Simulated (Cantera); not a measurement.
Input: 1 mol Pb, 1.1 mol H₂, 2.3 mol O₂, at 1348.15 K and 0.0610 bar.

Method: chemical equilibrium by Gibbs-energy minimisation in Cantera with the NASA 1993 tables (ideal gas, pure condensed phases). Candidate condensed phases: H₂O, Pb, PbO, PbO₂, Pb₃O₄; 12 gas species. Gases not in the tables: (PbO)n polymers. The numbers say what is thermodynamically allowed, not how fast it happens.

Base state: O₂ 0.523, H₂O 0.460, PbO 0.0165, Pb 0.000146, OH 9.75e-5 (mole fractions); condensed: PbO(l).

**Question.** What changes in the equilibrium state with this change: pressure from 0.0610 bar to 0.0150 bar?

**Answer.** 
```tsv
species	before	after
O₂	0.523	0.496
H₂O	0.460	0.436
PbO	0.0165	0.0672
Pb	0.000146	0.00123
OH	9.75e-5	0.000133
PbO(l), mol	0.960	0.827
```

**Question.** What changes in the equilibrium state with this change: temperature from 1348.15 K to 873.15 K?

**Answer.** 
```json
[
 {"species": "O₂", "before": "0.523", "after": "0.532"},
 {"species": "H₂O", "before": "0.460", "after": "0.468"},
 {"species": "PbO", "before": "0.0165", "after": "3.89e-8"},
 {"species": "Pb", "before": "0.000146", "after": "<1e-9"},
 {"species": "OH", "before": "9.75e-5", "after": "3.70e-8"},
 {"species": "PbO(l), mol", "before": "0.960", "after": "0"},
 {"species": "PbO(yellow), mol", "before": "0", "after": "1.00"}
]
```

**Question.** What changes in the equilibrium state with this change: temperature from 1348.15 K to 1200 K?

**Answer.** 
```
species        before    after
-----------  --------  -------
O₂              0.523    0.531
H₂O             0.460    0.468
PbO            0.0165  0.00112
Pb           0.000146  2.45e-6
OH            9.75e-5  1.64e-5
PbO(l), mol     0.960    0.997
```
